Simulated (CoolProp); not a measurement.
A single-stage vapour-compression cycle with R1224YDZ: evaporating at 256.15 K (dew point), condensing at 311.15 K (bubble point), superheat 0 K, subcooling 8 K, compressor efficiency 0.6, no pressure losses. Each further row changes one setting.

The numbers come from the reference Helmholtz-energy equation of state, Akasaka 2023 in CoolProp.

```
case                              cooling COP  pressure ratio  discharge temperature (K)  refrigerating effect (kJ/kg)  volumetric capacity (kJ/m³)
--------------------------------  -----------  --------------  -------------------------  ----------------------------  ---------------------------
as stated                                 [?]            9.30                      334.8                           132                          230
evaporating temperature 261.15 K         2.70             [?]                      331.5                           135                          [?]
condensing temperature 306.15 K           [?]             [?]                      329.0                           137                          241
subcooling 13 K                          2.46            9.30                      334.8                           137                          241
superheat 10 K                           2.38            9.30                      345.7                           [?]                          233
compressor efficiency 0.5                 [?]            9.30                      347.6                           132                          230
```

Task: Fill in the missing entries.

Result: 
- as stated, cooling COP: 2.35
- evaporating temperature 261.15 K, pressure ratio: 7.24
- evaporating temperature 261.15 K, volumetric capacity (kJ/m³): 298
- condensing temperature 306.15 K, cooling COP: 2.66
- condensing temperature 306.15 K, pressure ratio: 7.90
- superheat 10 K, refrigerating effect (kJ/kg): 139
- compressor efficiency 0.5, cooling COP: 1.96
